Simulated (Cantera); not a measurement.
## Equilibrium for boron, boron nitride and boron oxide: B + O2 + N2

Input: 1 mol B, a varied amount of O2, 57 mol N2, at 1577 °C and 0.133 bar.

These are equilibrium values from Cantera (NASA tables, ideal gas, pure condensed phases), not measurements of a reactor. Candidate condensed phases: B, BN, B2O3; 17 gas species. The numbers say what is thermodynamically allowed, not how fast it happens.

```json
[
 {"n(O2) (mol)": "0.12", "log p N2": "-0.88", "log p O2": "<-12", "log p B2O3": "-3.87", "log p NO": "-9.46", "log p B2O2": "-4.21", "log p BO2": "-7.22", "n BN(s)": "0.817"},
 {"n(O2) (mol)": "0.15", "log p N2": "-0.88", "log p O2": "<-12", "log p B2O3": "-3.76", "log p NO": "-9.42", "log p B2O2": "-4.14", "log p BO2": "-7.15", "n BN(s)": "0.773"},
 {"n(O2) (mol)": "0.19", "log p N2": "-0.88", "log p O2": "<-12", "log p B2O3": "-3.65", "log p NO": "-9.38", "log p B2O2": "-4.06", "log p BO2": "-7.07", "n BN(s)": "0.716"},
 {"n(O2) (mol)": "0.24", "log p N2": "-0.88", "log p O2": "<-12", "log p B2O3": "-3.54", "log p NO": "-9.35", "log p B2O2": "-3.99", "log p BO2": "-7.00", "n BN(s)": "0.644"},
 {"n(O2) (mol)": "0.3", "log p N2": "-0.88", "log p O2": "<-12", "log p B2O3": "-3.43", "log p NO": "-9.31", "log p B2O2": "-3.92", "log p BO2": "-6.93", "n BN(s)": "0.558"},
 {"n(O2) (mol)": "0.38", "log p N2": "-0.88", "log p O2": "<-12", "log p B2O3": "-3.32", "log p NO": "-9.27", "log p B2O2": "-3.84", "log p BO2": "-6.85", "n BN(s)": "0.444"},
 {"n(O2) (mol)": "0.47", "log p N2": "-0.88", "log p O2": "<-12", "log p B2O3": "-3.22", "log p NO": "-9.24", "log p B2O2": "-3.78", "log p BO2": "-6.79", "n BN(s)": "0.317"},
 {"n(O2) (mol)": "0.59", "log p N2": "-0.88", "log p O2": "<-12", "log p B2O3": "-3.12", "log p NO": "-9.21", "log p B2O2": "-3.71", "log p BO2": "-6.72", "n BN(s)": "0.147"},
 {"n(O2) (mol)": "0.75", "log p N2": "-0.88", "log p O2": "-8.43", "log p B2O3": "-2.94", "log p NO": "-6.58", "log p B2O2": "-6.16", "log p BO2": "-5.31", "n BN(s)": "0"},
 {"n(O2) (mol)": "0.94", "log p N2": "-0.88", "log p O2": "-3.43", "log p B2O3": "-2.95", "log p NO": "-4.07", "log p B2O2": "-8.68", "log p BO2": "-4.07", "n BN(s)": "0"},
 {"n(O2) (mol)": "1.2", "log p N2": "-0.88", "log p O2": "-3.03", "log p B2O3": "-2.96", "log p NO": "-3.87", "log p B2O2": "-8.88", "log p BO2": "-3.97", "n BN(s)": "0"},
 {"n(O2) (mol)": "1.5", "log p N2": "-0.88", "log p O2": "-2.80", "log p B2O3": "-2.97", "log p NO": "-3.76", "log p B2O2": "-9.01", "log p BO2": "-3.92", "n BN(s)": "0"},
 {"n(O2) (mol)": "1.9", "log p N2": "-0.89", "log p O2": "-2.61", "log p B2O3": "-2.97", "log p NO": "-3.67", "log p B2O2": "-9.11", "log p BO2": "-3.87", "n BN(s)": "0"}
]
```
log p: log10 of the partial pressure in bar; n: condensed amount in mol.

From 0.12 mol O2 to 0.59 mol O2 the condensed part is BN(s). From 0.75 mol O2 to 1.9 mol O2 nothing is condensed. The main B-bearing gas is B2O3 throughout.
